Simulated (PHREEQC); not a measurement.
Consider water at 25 °C with 0.014 mol/kgw NaOH and 0.00035 mol/kgw NaAlO2. Closed to the air; pH follows from the charge balance.

Computed with PHREEQC (ion-association model, phreeqc.dat).

Each row changes one thing in this solution. Precipitation was switched off in this run.

| case | pH | ionic strength (mol/kgw) |
|---|---|---|
| as made | 12.09 | 0.0143 |
| 0.025 mol/kgw HCl added | 2.07 | 0.0261 |
| NaOH replaced by NaHSO4 at the same molality | 2.13 | ? |
| NaAlO2 replaced by NaH2PO4 at the same molality | ? | 0.0150 |
| NaAlO2 from 0.00035 to 0.000525 mol/kgw | 12.09 | 0.0145 |

Some entries are withheld; supply them.


- NaOH replaced by NaHSO4 at the same molality, ionic strength (mol/kgw): 0.0323
- NaAlO2 replaced by NaH2PO4 at the same molality, pH: 12.07

Complexes and solids missing from the database can't appear.
